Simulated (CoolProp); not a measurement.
Vapour-liquid equilibrium of acetone (1) + toluene (2) at 428 K; x and y are mole fractions of (1).

Model: multi-fluid Helmholtz-energy mixture model, Lemmon 2006 and Lemmon 2006; pair parameters Bell 2016, in CoolProp.

| x | bubble pressure (bar) | y at the bubble point | dew pressure at overall composition x (bar) | liquid density (mol/L) |
|---|---|---|---|---|
| 0.05 | 3.727 | 0.200 | 3.212 | 8.035 |
| 0.15 | 4.896 | ___ | 3.540 | 8.234 |
| 0.25 | 5.926 | 0.562 | 3.937 | 8.444 |
| 0.35 | 6.864 | 0.654 | ___ | ___ |
| 0.45 | 7.746 | 0.725 | 5.040 | 8.901 |
| 0.55 | 8.599 | 0.784 | 5.820 | 9.152 |
| 0.65 | 9.444 | 0.836 | ___ | 9.419 |
| 0.75 | 10.30 | 0.885 | 8.095 | 9.704 |
| 0.85 | 11.17 | 0.932 | 9.675 | 10.01 |
| 0.95 | 12.08 | 0.977 | 11.53 | 10.34 |

Problem. What belongs in the gaps?

Solution. 
- 0.15, y at the bubble point: 0.429
- 0.35, dew pressure at overall composition x (bar): 4.427
- 0.35, liquid density (mol/L): 8.666
- 0.65, dew pressure at overall composition x (bar): 6.820

No azeotrope shows between x = 0.05 and 0.95.

Pair parameters are fitted to limited data, so mixtures are less certain than the pure fluids.
